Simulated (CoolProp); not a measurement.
Saturated liquid density (kg/m³) of n-nonane: the reference equation beside estimates from Tc = 594.5 K, pc = 2.282 MPa, ω = 0.443. Rackett uses Z = 0.29056 − 0.08775 ω.

Model: reference Helmholtz-energy equation of state, Lemmon 2006, in CoolProp. It is a short technical equation, of lower accuracy than the large ones.

```tsv
T (K)	reference	Rackett	van der Waals	Redlich-Kwong	Soave-Redlich-Kwong	Peng-Robinson
439.5	594.3	602.1	325.9	468.5	504.9	571.7
447	587.0	594.2	321.8	461.2	497.8	564.0
454.5	579.6	586.1	317.7	453.7	490.4	555.8
462	571.9	577.8	313.3	445.9	482.7	547.3
469.5	564.1	569.3	308.9	437.9	474.7	538.4
477	556.0	560.5	304.3	429.6	466.3	529.0
484.5	547.7	551.5	299.5	421.1	457.6	519.2
492	539.1	542.2	294.6	412.2	448.3	508.8
```

Absolute difference from the reference over all 8 rows, mean and median: Rackett 1.0 and 1.0 %, van der Waals 45.2 and 45.2 %, Redlich-Kwong 22.3 and 22.2 %, Soave-Redlich-Kwong 15.8 and 15.7 %, Peng-Robinson 4.5 and 4.4 %.
